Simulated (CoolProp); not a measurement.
Saturation properties of n-undecane.

The numbers come from the reference Helmholtz-energy equation of state, Aleksandrov 2011 in CoolProp. It is a short technical equation, of lower accuracy than the large ones.

```
T (K)  p (bar)  vapour density (kg/m³)  enthalpy of vaporisation (kJ/kg)  liquid cp (kJ/(kg K))
-----  -------  ----------------------  --------------------------------  ---------------------
487.2    1.554                   6.607                             253.3                  2.961
496.5    1.904                   8.069                             246.9                  3.002
505.7    2.308                   9.768                             240.4                  3.044
514.9    2.776                   11.76                             233.7                  3.087
524.2    3.320                   14.11                             226.5                  3.131
533.4    3.936                   16.84                             219.1                  3.177
542.6    4.637                   20.03                             211.2                  3.226
551.9      ___                   23.81                             202.8                  3.278
561.1    6.336                   28.22                               ___                  3.335
570.3    7.345                   33.44                             184.3                    ___
579.5      ___                   39.70                             173.8                  3.471
588.8    9.755                     ___                             162.2                  3.561
598      11.17                   56.82                               ___                  3.676
607.2    12.76                   68.89                             134.3                  3.840
```

Fill in the missing entries.


- 551.9, p (bar): 5.440
- 561.1, enthalpy of vaporisation (kJ/kg): 193.9
- 570.3, liquid cp (kJ/(kg K)): 3.398
- 579.5, p (bar): 8.475
- 588.8, vapour density (kg/m³): 47.38
- 598, enthalpy of vaporisation (kJ/kg): 149.2

It boils at 468.9 K under 1 atm.
